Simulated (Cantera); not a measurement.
A Cantera script and what it prints.

```python
import numpy as np
import cantera as ct

gas_names = """
    CL CL2 H HCL H2 Si SiCL SiCL2 SiCL3 SiCL4 SiH SiHCL3 SiH2 SiH2CL2 SiH3 SiH3CL SiH4 Si2 Si3
""".split()
cond_names = """
    Si(cr) Si(L)
""".split()


def load(file, names, dense=False):
    # The tables refer to 1 bar. Condensed volumes are neglected.
    table = {s.name: s for s in ct.Species.list_from_file(file)}
    out = []
    for n in names:
        d = dict(table[n].input_data)
        d["thermo"] = dict(d["thermo"], **{"reference-pressure": 1e5})
        if dense:
            d["equation-of-state"] = {"model": "constant-volume", "density": "1e6 g/cm^3"}
        out.append(ct.Species.from_dict(d))
    return out


gas = ct.Solution(thermo="ideal-gas", species=load("nasa_gas.yaml", gas_names))
cond = {s.name: ct.Solution(thermo="fixed-stoichiometry", species=[s], name=s.name)
        for s in load("nasa_condensed.yaml", cond_names, dense=True)}
atoms = {
    'Si': {'Si': 1},
    'Cl2': {'CL': 2},
    'H2': {'H': 2},
}
top_T = {}  # K; cautious upper limits of use, not melting points


def equilibrate(T, P, feed):
    n = {}
    for name, mol in feed.items():
        for a, k in atoms[name].items():
            n[a] = n.get(a, 0.0) + k * mol
    gas.TPX = T, P, n
    mass = sum(n.values()) * gas.mean_molecular_weight
    gas.equilibrate("TP")
    valid = [c for c in cond.values() if c.min_temp <= T <= top_T.get(c.name, c.max_temp)]
    mix = ct.Mixture([(gas, mass / gas.mean_molecular_weight)] + [(c, 0.0) for c in valid])
    mix.T, mix.P = T, P
    mix.equilibrate("TP", solver="gibbs", rtol=1e-10, max_steps=50000)
    return mix


results = []
T = 798  # K
P = 7700  # Pa
for m in [1.2, 1.5, 1.8, 2.3, 2.9, 3.6, 4.6, 5.7, 7.2, 9.1]:
    feed = {'Si': 1, 'Cl2': m, 'H2': 0.16}  # mol
    mix = equilibrate(T, P, feed)
    results.append((T, P, feed, dict(zip(mix.species_names, mix.species_moles))))

top = {s: max(r[3][s] / sum(r[3][g] for g in gas_names) for r in results) for s in gas_names}
cols = sorted((s for s in top if top[s] > 0.001), key=lambda s: -top[s])[:7]
seen = [c for c in cond_names if any(r[3].get(c, 0) > 1e-12 for r in results)]
print("log10 of partial pressures in bar; condensed amounts in mol")
print(f"{'n(Cl2)':>10s}" + "".join(f"{s[:9]:>10s}" for s in cols + seen))
for T, P, feed, n in results:
    ng = sum(n[g] for g in gas_names)
    print(f"{feed['Cl2']:10.4g}" + "".join(f"{np.log10(max(n[s] / ng * P / 1e5, 1e-99)):10.3f}" for s in cols)
          + "".join(f"{n.get(c, 0):10.4g}" for c in seen))
```

It prints:

```
log10 of partial pressures in bar; condensed amounts in mol
    n(Cl2)       CL2     SiCL4       HCL        H2    SiHCL3    Si(cr)
       1.2   -18.846    -1.237    -3.842    -1.857    -2.307    0.3881
       1.5   -18.835    -1.216    -3.881    -1.946    -2.335    0.2367
       1.8   -18.828    -1.201    -3.915    -2.021    -2.362   0.08538
       2.3    -2.132    -1.278    -1.773   -14.432   -16.992         0
       2.9    -1.558    -1.427    -1.922   -15.304   -17.865         0
       3.6    -1.396    -1.554    -2.049   -15.720   -18.281         0
       4.6    -1.301    -1.689    -2.184   -16.084   -18.644         0
       5.7    -1.251    -1.800    -2.295   -16.357   -18.917         0
       7.2    -1.215    -1.917    -2.412   -16.627   -19.187         0
       9.1    -1.189    -2.030    -2.525   -16.879   -19.440         0
```

Method: chemical equilibrium by Gibbs-energy minimisation in Cantera with the NASA 1993 tables (ideal gas, pure condensed phases). The tables' values for SiCl3 are old estimates; treat these amounts as uncertain.
